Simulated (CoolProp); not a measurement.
Vapour-liquid equilibrium of propylene (1) + R152A (2) at 4.15 °C; x and y are mole fractions of (1).

The numbers come from the multi-fluid Helmholtz-energy mixture model, Lemmon 2013 and Outcalt 1996; pair parameters Bell 2016 in CoolProp.

```tsv
x	bubble pressure (MPa)	y at the bubble point	dew pressure at overall composition x (MPa)	liquid density (mol/L)
0.05	0.3546	0.167	0.3189	14.25
0.15	0.4373	0.375	0.3488	14.01
0.25	0.5017	0.498	0.3841	13.78
0.35	0.5509	0.581	0.4259	13.57
0.45	0.5884	0.644	0.4753	13.38
0.55	0.6172	0.697	0.5322	13.21
0.65	0.6393	0.747	0.5919	13.07
0.75	0.6557	0.799	0.6406	12.96
0.85	0.6656	0.862	0.6644	12.88
0.95	0.6656	0.945	0.6652	12.84
```

y crosses x between x = 0.85 and 0.95: the model has an azeotrope there.

The pair parameters rest on a limited set of measurements; away from them the model extrapolates.
